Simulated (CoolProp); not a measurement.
The fluid at 298.15 K and 4.7 MPa (liquid) is heated at constant pressure to 308.7 K. The same conditions are run with several fluids, on thermodynamics alone (safety and materials aside).

Computed with CoolProp (reference Helmholtz-energy equation of state of each fluid (CH2F2 (R32): Tillner-Roth 1997; cyclopentane: Gedanitz 2015; n-pentane: Thol 2019; R410A: Lemmon 2003; isobutane: Bücker 2006)). Blends and air are pseudo-pure fits.

Q: Rank CH2F2 (R32), cyclopentane, n-pentane, R410A, isobutane by heat (kJ/kg), highest first.

A: isobutane (25.5), n-pentane (24.5), CH2F2 (R32) (20.1), cyclopentane (19.3), R410A (17.5)

```
fluid         final density (kg/m³)
------------  ---------------------
CH2F2 (R32)                     934
cyclopentane                    735
n-pentane                       617
R410A                          1030
isobutane                       547
```
